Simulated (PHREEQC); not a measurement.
Dissolve 0.13 mol KH2PO4 and 0.0021 mol NaF per kg of water at 20 °C. Closed to the air; pH follows from the charge balance.

The numbers come from PHREEQC with the ion-association model, phreeqc.dat.

### Question
The ionic strength comes out as 0.133 mol/kgw. What activity coefficients do H2PO4-, Na+, KHPO4-, H+, HPO4-2 get?

### Answer
H2PO4- 0.77, Na+ 0.77, KHPO4- 0.77, H+ 0.81, HPO4-2 0.35.

No solid was allowed to form. Complexes and solids missing from the database can't appear.
